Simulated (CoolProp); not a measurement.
Vapour-liquid equilibrium of cyclohexane (1) + ethylbenzene (2) at 319.9 K; x and y are mole fractions of (1).

Computed with CoolProp (multi-fluid Helmholtz-energy mixture model, Zhou 2014 and Zhou 2012; pair parameters Bell 2016).

```csv
x,"bubble pressure, mixture model (MPa)","bubble pressure, Raoult's law (MPa)","y, mixture model","y, Raoult's law"
0.05,0.005846,0.005422,0.346,0.296
0.15,0.009406,0.008229,0.634,0.585
0.25,0.01275,0.01104,0.759,0.727
0.35,0.01584,0.01384,0.829,0.811
0.45,0.01866,0.01665,0.874,0.867
0.55,0.02126,0.01946,0.906,0.907
0.65,0.02369,0.02226,0.931,0.937
0.75,0.02603,0.02507,0.952,0.960
0.85,0.02837,0.02788,0.971,0.978
0.95,0.03081,0.03068,0.990,0.993
```

The largest gap from Raoult's law is +15.5 % in bubble pressure, at x = 0.25. No azeotrope shows between x = 0.05 and 0.95.

Pair parameters are fitted to limited data, so mixtures are less certain than the pure fluids.
